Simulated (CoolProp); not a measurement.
Saturation properties of cyclopentane.

Computed with CoolProp (reference Helmholtz-energy equation of state, Gedanitz 2015).

```tsv
T (K)	p (MPa)	enthalpy of vaporisation (kJ/kg)	liquid cp (kJ/(kg K))	surface tension (mN/m)	liquid conductivity (mW/(m K))
323.1	0.1037	388.8	1.938	18.4	117
328.1	0.1218	385.0	1.965	17.7	116
333.1	0.1422	381.2	1.992	17.0	114
338.1	0.1652	377.3	2.019	16.4	112
343.1	0.1910	373.3	2.047	15.7	110
348.1	0.2197	369.3	2.075	15.1	108
353.1	0.2517	365.1	2.104	14.5	107
358.1	0.2871	360.8	2.132	13.8	105
363.1	0.3262	356.5	2.162	13.2	103
368.1	0.3691	352.0	2.191	12.6	102
373.1	0.4162	347.4	2.221	12.0	100.0
378.1	0.4677	342.7	2.252	11.4	98.4
383.2	0.5249	337.8	2.283	10.8	96.7
```

It boils at 322.4 K under 1 atm.

Thermal conductivity comes from a separate model (Vassiliou 2015). Surface tension comes from a separate correlation (Mulero 2014).
